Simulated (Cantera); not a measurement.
Transport properties of process gases

Gas mixture: 78.7 % N2, 21.3 % CH4, at 1.00 atm, frozen composition.

Cantera's kinetic-theory transport with the Lennard-Jones parameters of GRI-Mech 3.0, ideal gas; thermal conductivity in the mixture-averaged form. The composition is frozen, though it would react at the higher temperatures.

```json
[
 {"T (K)": "400", "ρ (kg/m³)": "0.776", "cp (J/kg/K)": "1245", "μ (µPa s)": "20.8", "λ (mW/m/K)": "36.0", "Pr": "0.720", "D (cm²/s) H2": "1.26", "D (cm²/s) NH3": "0.383", "D (cm²/s) C2H2": "0.284"},
 {"T (K)": "650", "ρ (kg/m³)": "0.477", "cp (J/kg/K)": "1405", "μ (µPa s)": "29.2", "λ (mW/m/K)": "56.5", "Pr": "0.727", "D (cm²/s) H2": "2.83", "D (cm²/s) NH3": "0.932", "D (cm²/s) C2H2": "0.665"},
 {"T (K)": "900", "ρ (kg/m³)": "0.345", "cp (J/kg/K)": "1569", "μ (µPa s)": "36.3", "λ (mW/m/K)": "76.9", "Pr": "0.741", "D (cm²/s) H2": "4.87", "D (cm²/s) NH3": "1.65", "D (cm²/s) C2H2": "1.16"},
 {"T (K)": "1150", "ρ (kg/m³)": "0.270", "cp (J/kg/K)": "1701", "μ (µPa s)": "42.6", "λ (mW/m/K)": "96.5", "Pr": "0.752", "D (cm²/s) H2": "7.31", "D (cm²/s) NH3": "2.52", "D (cm²/s) C2H2": "1.75"},
 {"T (K)": "1400", "ρ (kg/m³)": "0.222", "cp (J/kg/K)": "1799", "μ (µPa s)": "48.5", "λ (mW/m/K)": "115", "Pr": "0.757", "D (cm²/s) H2": "10.1", "D (cm²/s) NH3": "3.52", "D (cm²/s) C2H2": "2.43"},
 {"T (K)": "1650", "ρ (kg/m³)": "0.188", "cp (J/kg/K)": "1875", "μ (µPa s)": "53.9", "λ (mW/m/K)": "133", "Pr": "0.761", "D (cm²/s) H2": "13.3", "D (cm²/s) NH3": "4.65", "D (cm²/s) C2H2": "3.20"},
 {"T (K)": "1900", "ρ (kg/m³)": "0.163", "cp (J/kg/K)": "1933", "μ (µPa s)": "59.1", "λ (mW/m/K)": "150", "Pr": "0.764", "D (cm²/s) H2": "16.8", "D (cm²/s) NH3": "5.89", "D (cm²/s) C2H2": "4.04"},
 {"T (K)": "2150", "ρ (kg/m³)": "0.144", "cp (J/kg/K)": "1978", "μ (µPa s)": "64.0", "λ (mW/m/K)": "165", "Pr": "0.766", "D (cm²/s) H2": "20.6", "D (cm²/s) NH3": "7.24", "D (cm²/s) C2H2": "4.97"}
]
```
D: mixture-averaged diffusion coefficient of that species in the mixture.
